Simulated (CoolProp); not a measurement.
Vapour-liquid equilibrium of acetone (1) + benzene (2) at 1.45 MPa; x and y are mole fractions of (1).

Model: multi-fluid Helmholtz-energy mixture model, Lemmon 2006 and Thol 2012; pair parameters Bell 2016, in CoolProp.

```csv
x,"bubble temperature, mixture model (K)","bubble temperature, Raoult's law (K)","y, mixture model","y, Raoult's law"
0.05,470.1,470.9,0.089,0.092
0.15,463.9,465.8,0.240,0.253
0.25,___,461.1,0.366,0.391
0.35,454.4,456.8,0.474,0.509
0.45,450.6,452.9,___,0.612
0.55,447.2,449.3,0.657,0.702
0.65,___,445.9,___,0.782
0.75,441.5,442.7,0.815,0.853
0.85,439.0,439.8,0.890,0.917
0.95,436.7,437.0,0.964,0.974
```

Problem. Fill in the missing entries.

Solution. 
- 0.25, bubble temperature, mixture model (K): 458.8
- 0.45, y, mixture model: 0.570
- 0.65, bubble temperature, mixture model (K): 444.2
- 0.65, y, mixture model: 0.738

The largest gap from Raoult's law is -2.4 K in bubble temperature, at x = 0.35. No azeotrope shows between x = 0.05 and 0.95.

Pair parameters are fitted to limited data, so mixtures are less certain than the pure fluids.
